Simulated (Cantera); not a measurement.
A perfectly stirred reactor is fed with CH₄ : O₂ : N₂ : CO₂ = 1 : 2.47 : 9.28 : 1.5 (molar parts), at 0.780 bar; it is adiabatic with a 300 K inlet, and is followed from long to short residence time, starting on the burning branch (τ in s: 0.33, 0.13, 0.051, 0.02, 0.0078, 0.003, 0.0012, 0.00046, 0.00018, 7.1e-05, 2.8e-05, 1.1e-05, 4.2e-06).

Computed with Cantera and GRI-Mech 3.0 (53 species, 325 reactions).

Task: What does this change do: N2 9.28 to 6.6 parts?

Result: 
```json
[
 {"quantity": "blow-out, bracketed by the residence times tried", "before": "burning at 0.460 ms, out at 0.180 ms", "after": "burning at 0.180 ms, out at 71.0 µs"},
 {"quantity": "x(CH₄) at τ = 0.330 s", "before": "5.87e-6", "after": "2.52e-6"},
 {"quantity": "x(O₂) at τ = 0.330 s", "before": "0.0332", "after": "0.0412"},
 {"quantity": "x(CO₂) at τ = 0.330 s", "before": "0.174", "after": "0.213"},
 {"quantity": "x(O) at τ = 0.330 s", "before": "9.67e-5", "after": "0.000248"},
 {"quantity": "x(NO) at τ = 0.330 s", "before": "2.50e-5", "after": "0.000367"},
 {"quantity": "x(CH₄) at τ = 1.20 ms", "before": "0.000330", "after": "0.000182"},
 {"quantity": "x(O₂) at τ = 1.20 ms", "before": "0.0422", "after": "0.0516"},
 {"quantity": "x(CO₂) at τ = 1.20 ms", "before": "0.156", "after": "0.189"},
 {"quantity": "x(O) at τ = 1.20 ms", "before": "0.00174", "after": "0.00272"},
 {"quantity": "x(NO) at τ = 1.20 ms", "before": "9.06e-6", "after": "1.96e-5"}
]
```

Task: What does this change do: O2 2.47 to 3.2 parts?

Result: 
| quantity | before | after |
|---|---|---|
| blow-out, bracketed by the residence times tried | burning at 0.460 ms, out at 0.180 ms | burning at 0.460 ms, out at 0.180 ms |
| x(CH₄) at τ = 0.330 s | 5.87e-6 | 6.89e-6 |
| x(O₂) at τ = 0.330 s | 0.0332 | 0.0800 |
| x(CO₂) at τ = 0.330 s | 0.174 | 0.166 |
| x(O) at τ = 0.330 s | 9.67e-5 | 8.38e-5 |
| x(NO) at τ = 0.330 s | 2.50e-5 | 1.09e-5 |
| x(CH₄) at τ = 1.20 ms | 0.000330 | 0.000337 |
| x(O₂) at τ = 1.20 ms | 0.0422 | 0.0852 |
| x(CO₂) at τ = 1.20 ms | 0.156 | 0.154 |
| x(O) at τ = 1.20 ms | 0.00174 | 0.00187 |
| x(NO) at τ = 1.20 ms | 9.06e-6 | 3.47e-6 |
